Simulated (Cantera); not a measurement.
Input: 1 mol borazine, 46 mol H2, 4.3 mol N2, at 1450 K and 0.0470 bar.

Equilibrium computed with Cantera from the NASA thermochemical tables; the gas is ideal and each condensed phase is pure. Candidate condensed phases: B, BN; 15 gas species. The feed counts by its element totals alone. Rates play no part.

Base state: H2 0.919, N2 0.0807, H 4.18e-5 (mole fractions); condensed: BN(s).

What changes in the equilibrium state with this change: temperature from 1450 K to 1848.15 K?


```csv
species,before,after
H2,0.919,0.917
N2,0.0807,0.0806
H,4.18e-5,0.00234
"BN(s), mol",3.00,3.00
```

What changes in the equilibrium state with this change: temperature from 1450 K to 2098 K?


```csv
species,before,after
H2,0.919,0.906
N2,0.0807,0.0803
H,4.18e-5,0.0135
BH2,3.20e-9,0.000257
"BN(s), mol",3.00,2.99
```
The tables' values for BH2 are old estimates; treat these amounts as uncertain.
